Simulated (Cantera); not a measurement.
Cantera run:

```python
import numpy as np
import cantera as ct

gas_names = [...]  # 121 gases of nasa_gas.yaml made of Al, C, H, O
cond_names = """
    AL(cr) AL(L) AL2O3(a) AL2O3(L) C(gr) C6H6(L) C7H8(L) C8H18(L),n-octa H2O(s) H2O(L)
""".split()


# ... load() reads the species with a 1 bar reference pressure and builds the phases ...
atoms = {
    'Al2O3': {'AL': 2, 'O': 3},
    'H2O': {'H': 2, 'O': 1},
    'CH4': {'C': 1, 'H': 4},
}
top_T = {'C(gr)': 4500}  # K; cautious upper limits of use, not melting points


# ... equilibrate(T, P, feed) seeds the gas with the atoms and calls Mixture.equilibrate('TP', solver="vcs", rtol=1e-11, max_steps=5000) ...
results = []
feed = {'Al2O3': 1, 'H2O': 4.2, 'CH4': 0.75}  # mol
P = 43  # Pa
for T in [1923, 1948, 1973, 1998, 2023, 2048, 2073, 2098, 2123, 2148, 2173, 2198]:
    mix = equilibrate(T, P, feed)
    results.append((T, P, feed, dict(zip(mix.species_names, mix.species_moles))))
    x = sorted(zip(gas.X, gas.species_names), reverse=True)
    print(f"T = {T:g} K  P = {P:g} Pa  gas = {mix.phase_moles(0):.4g} mol")
    print("   x: " + "  ".join(f"{s} {v:.3e}" for v, s in x if v > 1e-05))
    print("   condensed (mol): " + ("  ".join(f"{mix.phase(i).name} {mix.phase_moles(i):.4g}"
          for i in range(1, mix.n_phases) if mix.phase_moles(i) > 1e-12) or "none"))
```

It prints:

```
T = 1923 K  P = 43 Pa  gas = 6.552 mol
   x: H2O 4.952e-01  H2 3.596e-01  CO 8.669e-02  CO2 2.778e-02  H 2.724e-02  OH 3.229e-03  O 1.826e-04  O2 1.094e-04
   condensed (mol): AL2O3(a) 1
T = 1948 K  P = 43 Pa  gas = 6.573 mol
   x: H2O 4.928e-01  H2 3.560e-01  CO 8.675e-02  H 3.251e-02  CO2 2.735e-02  OH 4.071e-03  O 2.756e-04  O2 1.655e-04
   condensed (mol): AL2O3(a) 1
T = 1973 K  P = 43 Pa  gas = 6.599 mol
   x: H2O 4.899e-01  H2 3.521e-01  CO 8.674e-02  H 3.861e-02  CO2 2.692e-02  OH 5.100e-03  O 4.117e-04  O2 2.479e-04
   condensed (mol): AL2O3(a) 1
T = 1998 K  P = 43 Pa  gas = 6.629 mol
   x: H2O 4.863e-01  H2 3.476e-01  CO 8.666e-02  H 4.561e-02  CO2 2.649e-02  OH 6.348e-03  O 6.091e-04  O2 3.675e-04
   condensed (mol): AL2O3(a) 1
T = 2023 K  P = 43 Pa  gas = 6.664 mol
   x: H2O 4.818e-01  H2 3.427e-01  CO 8.649e-02  H 5.362e-02  CO2 2.605e-02  OH 7.850e-03  O 8.923e-04  O2 5.394e-04  ALO2H 1.327e-05
   condensed (mol): AL2O3(a) 0.9999
T = 2048 K  P = 43 Pa  gas = 6.707 mol
   x: H2O 4.763e-01  H2 3.374e-01  CO 8.624e-02  H 6.272e-02  CO2 2.559e-02  OH 9.644e-03  O 1.295e-03  O2 7.836e-04  ALO2H 1.866e-05
   condensed (mol): AL2O3(a) 0.9999
T = 2073 K  P = 43 Pa  gas = 6.757 mol
   x: H2O 4.696e-01  H2 3.316e-01  CO 8.590e-02  H 7.303e-02  CO2 2.510e-02  OH 1.176e-02  O 1.860e-03  O2 1.126e-03  ALO2H 2.597e-05
   condensed (mol): AL2O3(a) 0.9999
T = 2098 K  P = 43 Pa  gas = 6.816 mol
   x: H2O 4.615e-01  H2 3.253e-01  CO 8.546e-02  H 8.464e-02  CO2 2.457e-02  OH 1.425e-02  O 2.644e-03  O2 1.599e-03  ALO2H 3.580e-05
   condensed (mol): AL2O3(a) 0.9998
T = 2123 K  P = 43 Pa  gas = 6.887 mol
   x: H2O 4.517e-01  H2 3.186e-01  H 9.766e-02  CO 8.493e-02  CO2 2.398e-02  OH 1.712e-02  O 3.721e-03  O2 2.243e-03  ALO2H 4.885e-05
   condensed (mol): AL2O3(a) 0.9998
T = 2148 K  P = 43 Pa  gas = 6.97 mol
   x: H2O 4.399e-01  H2 3.116e-01  H 1.122e-01  CO 8.430e-02  CO2 2.330e-02  OH 2.039e-02  O 5.177e-03  O2 3.100e-03  ALO2H 6.598e-05  ALOH 1.056e-05
   condensed (mol): AL2O3(a) 0.9997
T = 2173 K  P = 43 Pa  gas = 7.069 mol
   x: H2O 4.259e-01  H2 3.042e-01  H 1.283e-01  CO 8.356e-02  OH 2.406e-02  CO2 2.253e-02  O 7.117e-03  O2 4.215e-03  ALO2H 8.820e-05  ALOH 1.442e-05  ALO 1.288e-05
   condensed (mol): AL2O3(a) 0.9996
T = 2198 K  P = 43 Pa  gas = 7.187 mol
   x: H2O 4.094e-01  H2 2.965e-01  H 1.462e-01  CO 8.271e-02  OH 2.809e-02  CO2 2.165e-02  O 9.658e-03  O2 5.626e-03  ALO2H 1.166e-04  ALO 2.082e-05  ALOH 1.960e-05
   condensed (mol): AL2O3(a) 0.9994
```

These are equilibrium values from Cantera (NASA tables, ideal gas, pure condensed phases), not measurements of a reactor. The tables' values for AlOH are old estimates; treat these amounts as uncertain.
